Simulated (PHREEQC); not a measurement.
A solution holds 0.046 mol NaHSO4, 0.022 mol KOH and 3.7e-05 mol LiCl per kg of water, at 49 °C and 10 atm. Closed to the air; pH follows from the charge balance.

Model: ion-association model, phreeqc.dat, run in PHREEQC.

Each row changes one thing in this solution. Precipitation was switched off in this run.

```
case                               pH  ionic strength (mol/kgw)  Na+ (mol/kgw)  SO4-2 (mol/kgw)  K+ (mol/kgw)  HSO4- (mol/kgw)
-------------------------------  ----  ------------------------  -------------  ---------------  ------------  ---------------
as made                          2.14                    0.0991         0.0436           0.0265        0.0201           0.0152
KOH from 0.022 to 0.044 mol/kgw  3.30                       [?]         0.0430           0.0367        0.0392          0.00138
diluted 100-fold with water       [?]                   0.00135       0.000459         0.000444      0.000219          1.44e-5
diluted 5-fold with water        2.60                    0.0231            [?]          0.00692       0.00424          0.00192
LiCl left out                    2.14                    0.0990         0.0436           0.0265        0.0201           0.0152
```

Q: Fill in the missing entries.

A: 
- KOH from 0.022 to 0.044 mol/kgw, ionic strength (mol/kgw): 0.119
- diluted 100-fold with water, pH: 3.66
- diluted 5-fold with water, Na+ (mol/kgw): 0.00900

At this temperature some constants are extrapolated from 25 °C, and those without enthalpy data are left unchanged.
